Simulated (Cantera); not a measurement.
Cantera run:

```python
import numpy as np
import cantera as ct

gas_names = [...]  # 123 gases of nasa_gas.yaml made of C, H, O, Si
cond_names = """
    C(gr) C6H6(L) C7H8(L) C8H18(L),n-octa H2O(s) H2O(L) Si(cr) Si(L) SiC(b) SiO2(Lqz) SiO2(hqz) SiO2(L)
""".split()


# ... load() reads the species with a 1 bar reference pressure and builds the phases ...
atoms = {
    'SiH4': {'Si': 1, 'H': 4},
    'CO2': {'C': 1, 'O': 2},
    'H2': {'H': 2},
}
top_T = {'C(gr)': 4500, 'SiC(b)': 3050}  # K; cautious upper limits of use, not melting points


# ... equilibrate(T, P, feed) seeds the gas with the atoms and calls Mixture.equilibrate('TP', solver="vcs", rtol=1e-11, max_steps=5000) ...
results = []
feed = {'SiH4': 1, 'CO2': 19, 'H2': 0.13}  # mol
P = 38000  # Pa
for T in [1600, 1650, 1700, 1750, 1800, 1850, 1900]:
    mix = equilibrate(T, P, feed)
    results.append((T, P, feed, dict(zip(mix.species_names, mix.species_moles))))

top = {s: max(r[3][s] / sum(r[3][g] for g in gas_names) for r in results) for s in gas_names}
cols = sorted((s for s in top if top[s] > 0.0001), key=lambda s: -top[s])[:5]
seen = [c for c in cond_names if any(r[3].get(c, 0) > 1e-12 for r in results)]
print("log10 of partial pressures in bar; condensed amounts in mol")
print(f"{'T/K':>10s}" + "".join(f"{s[:9]:>10s}" for s in cols + seen))
for T, P, feed, n in results:
    ng = sum(n[g] for g in gas_names)
    print(f"{T:10.4g}" + "".join(f"{np.log10(max(n[s] / ng * P / 1e5, 1e-99)):10.3f}" for s in cols)
          + "".join(f"{n.get(c, 0):10.4g}" for c in seen))
```

It prints:

```
log10 of partial pressures in bar; condensed amounts in mol
       T/K       CO2        CO       H2O        H2        OH SiO2(hqz)   SiO2(L)
      1600    -0.568    -1.148    -1.453    -2.511    -5.870         1         0
      1650    -0.568    -1.147    -1.451    -2.536    -5.570         1         0
      1700    -0.568    -1.146    -1.449    -2.560    -5.288         0         1
      1750    -0.569    -1.145    -1.448    -2.582    -5.022         0         1
      1800    -0.569    -1.144    -1.446    -2.603    -4.771         0         1
      1850    -0.569    -1.143    -1.445    -2.623    -4.534         0         1
      1900    -0.569    -1.143    -1.444    -2.642    -4.309         0    0.9999
```

Equilibrium computed with Cantera from the NASA thermochemical tables; the gas is ideal and each condensed phase is pure. The tables hold silica as quartz up to 1696 K and as liquid above; real silica turns to tridymite and cristobalite and melts near 1996 K. Gases not in the tables: Si(OH)4.
